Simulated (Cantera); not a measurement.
What does this Cantera script print?

```python
import numpy as np
import cantera as ct

gas = ct.Solution("h2o2.yaml")
gas.TPX = 950, 76000, {'H2': 1.2, 'O2': 1, 'N2': 5.3}
reactor = ct.IdealGasConstPressureReactor(gas, energy="off", clone=False)
net = ct.ReactorNet([reactor])
net.rtol, net.atol = 1e-08, 1e-18
show = ['H2', 'O2', 'HO2', 'H', 'OH', 'H2O']
times = np.geomspace(4e-05, 10, 14)

steps = ct.SolutionArray(gas, extra=["t"])
rows = []
print(f"{'t/s':>10s}{'T/K':>9s}{'P/Pa':>11s}" + "".join(f"{s:>11s}" for s in show))
for t in times:
    while net.time < t:
        t_next = net.step()
        steps.append(gas.state, t=t_next)
    rows.append([np.interp(t, steps.t, y) for y in (steps.T, steps.P, *steps(*show).X.T)])
    print(f"{t:10.3e}{rows[-1][0]:9.1f}{rows[-1][1]:11.4g}" + "".join(f"{x:11.3e}" for x in rows[-1][2:]))
rate = np.gradient(steps.T, steps.t)
print("integrator steps:", len(steps.t))
if steps.T.max() > steps.T[0] + 200:
    print(f"time of steepest temperature rise: {steps.t[rate.argmax()]:.4e} s")
gas.TPX = 950, 76000, {'H2': 1.2, 'O2': 1, 'N2': 5.3}
gas.equilibrate("TP")
print(f"equilibrium (TP): T = {gas.T:.1f} K  " + "  ".join(f"{s} {gas[s].X[0]:.3e}" for s in show))
```

Output:

```
       t/s      T/K       P/Pa         H2         O2        HO2          H         OH        H2O
 4.000e-05    950.0    7.6e+04  1.600e-01  1.333e-01  2.457e-10  1.034e-10  4.628e-12  1.414e-10
 1.041e-04    950.0    7.6e+04  1.600e-01  1.333e-01  1.419e-09  3.834e-10  1.785e-11  1.284e-09
 2.707e-04    950.0    7.6e+04  1.600e-01  1.333e-01  1.718e-08  3.053e-09  1.439e-10  1.923e-08
 7.043e-04    950.0    7.6e+04  1.600e-01  1.333e-01  1.924e-06  3.063e-07  1.485e-08  2.330e-06
 1.832e-03    950.0    7.6e+04  6.359e-02  8.785e-02  9.153e-05  2.862e-05  6.972e-06  1.047e-01
 4.766e-03    950.0    7.6e+04  6.297e-02  8.758e-02  2.772e-05  2.222e-07  3.899e-08  1.054e-01
 1.240e-02    950.0    7.6e+04  6.271e-02  8.743e-02  3.070e-05  3.128e-07  5.696e-08  1.056e-01
 3.226e-02    950.0    7.6e+04  6.146e-02  8.679e-02  4.043e-05  6.043e-07  1.229e-07  1.069e-01
 8.392e-02    950.0    7.6e+04  5.526e-02  8.380e-02  4.774e-05  9.211e-07  2.238e-07  1.135e-01
 2.183e-01    950.0    7.6e+04  3.947e-02  7.639e-02  4.265e-05  7.004e-07  2.289e-07  1.307e-01
 5.680e-01    950.0    7.6e+04  1.650e-02  6.564e-02  3.048e-05  3.340e-07  2.326e-07  1.558e-01
 1.478e+00    950.0    7.6e+04  1.930e-03  5.886e-02  1.036e-05  3.549e-08  1.806e-07  1.718e-01
 3.844e+00    950.0    7.6e+04  1.766e-04  5.805e-02  1.683e-06  9.449e-10  5.009e-08  1.737e-01
 1.000e+01    950.0    7.6e+04  3.371e-05  5.799e-02  3.940e-07  5.871e-11  1.542e-08  1.739e-01
integrator steps: 2072
equilibrium (TP): T = 950.0 K  H2 1.519e-11  O2 5.797e-02  HO2 1.882e-10  H 2.504e-15  OH 4.222e-08  H2O 1.739e-01
```

Model: the H2/O2 subset of GRI-Mech 3.0, which has no nitrogen chemistry, integrated in Cantera. The temperature is held fixed by assumption; the heat of reaction is taken as removed at once.
